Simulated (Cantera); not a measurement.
Charge: 1 mol MgCO3, 2.5 mol H2O, 0.32 mol H2, equilibrated at 10.0 Pa.

These are equilibrium values from Cantera (NASA tables, ideal gas, pure condensed phases), not measurements of a reactor. Candidate condensed phases: C, C6H6, C7H8, C8H18, H2O, Mg, MgCO3, MgO, Mg(OH)2; 116 gas species. Kinetics and transport are ignored. All values below are at 1750 K.

Base state: H2O 0.685, CO2 0.212, CO 0.0471, H2 0.0420, H 0.00477, OH 0.00456, O2 0.00296, O 0.000407 (mole fractions); condensed: MgO(s).

What changes in the equilibrium state with this change: H2 from 0.32 to 0.025 mol?


| species | before | after |
|---|---|---|
| H2O | 0.685 | 0.678 |
| CO2 | 0.212 | 0.253 |
| CO | 0.0471 | 0.0241 |
| H2 | 0.0420 | 0.0178 |
| O2 | 0.00296 | 0.0161 |
| Mg | 0.000154 | 6.60e-5 |
| O | 0.000407 | 0.000949 |
| H | 0.00477 | 0.00310 |
| OH | 0.00456 | 0.00692 |
| MgO(s), mol | 0.999 | 1.000 |
